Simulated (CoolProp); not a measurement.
500 sccm (0 °C, 1 atm) of nitrogen bubbles through liquid hexamethyldisiloxane (MM) at 284.4 K and leaves saturated at a total pressure of 0.0521 MPa (ideal gas phase). Each further row changes one setting.

Values from CoolProp's reference Helmholtz-energy equation of state, Thol 2016.

| case | vapour pressure (kPa) | mole fraction of vapour | delivery (mg/min) | delivery (sccm) | change of delivery for a bath 1 K warmer (%) |
|---|---|---|---|---|---|
| as stated | 2.66 | 0.0511 | ? | 26.9 | 6.2 |
| bath temperature 289.4 K | 3.52 | 0.0675 | 262 | 36.2 | 6.0 |
| total pressure 0.104 MPa | 2.66 | 0.0256 | ? | ? | 6.0 |

**Question.** What belongs in the gaps?

**Answer.** 
- as stated, delivery (mg/min): 195
- total pressure 0.104 MPa, delivery (mg/min): 95.1
- total pressure 0.104 MPa, delivery (sccm): 13.1
